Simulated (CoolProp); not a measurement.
Computed with CoolProp (reference Helmholtz-energy equation of state, Lemmon 2004). It is a short technical equation, of lower accuracy than the large ones.

### Question
For n-dodecane, give the phase and the cp (kJ/(kg K)), isothermal compressibility (1/MPa), conductivity (mW/(m K)) at 480.5 K and 0.178 MPa.

### Answer
- 480.5 K and 0.178 MPa: liquid; cp 2.93, isothermal compressibility 0.00439, conductivity 96.9

Thermal conductivity comes from a separate model (Huber 2004).
